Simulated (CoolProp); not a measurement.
Saturated liquid density (kg/m³) of CF4 (R14): the reference equation beside estimates from Tc = 227.4 K, pc = 37.62 bar, ω = 0.178.

Computed with CoolProp (reference Helmholtz-energy equation of state, Platzer 1990). This equation is an older, rougher fit; its heat capacities, sound speeds and derivatives of the liquid may be far off and weren't checked against measurements.

```
T (K)  reference  van der Waals  Redlich-Kwong
-----  ---------  -------------  -------------
127.7       1693              ?           1636
137.5       1643              ?           1583
147.3       1591           1043              ?
157.1          ?           1008           1463
166.9       1480          969.0           1395
176.7       1419          926.9           1319
186.5          ?          880.0           1235
196.3       1275          826.8              ?
206.1       1185              ?           1026
215.9       1066          683.9          885.1
```

Problem. Some entries are withheld; supply them.

Solution. 
- 127.7, van der Waals: 1107
- 137.5, van der Waals: 1076
- 147.3, Redlich-Kwong: 1526
- 157.1, reference: 1537
- 186.5, reference: 1351
- 196.3, Redlich-Kwong: 1139
- 206.1, van der Waals: 763.9

Absolute difference from the reference over all 10 rows, mean and median: van der Waals 34.9 and 34.6 %, Redlich-Kwong 7.8 and 6.4 %.
